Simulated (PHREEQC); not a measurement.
A made-up water analysis in mmol/kgw, 20 °C, pH 6.29, pe 11.3:

```tsv
constituent	mmol/kgw
Na	0.163
K	0.0312
Ca	0.327
Mg	0.109
Cl	0.63
S(6)	0.166
Alkalinity (meq/kgw)	0.106
F	0.00115
```

Valence states are taken as typed.

Model: ion-association model, phreeqc.dat, run in PHREEQC.

No solid was allowed to form.

Estimate the specific conductance.

specific conductance 117 µS/cm.

In which forms is Mg present?

Mg+2 98 %, MgSO4 2.2 % of the Mg.

Species that the database lacks are ignored.
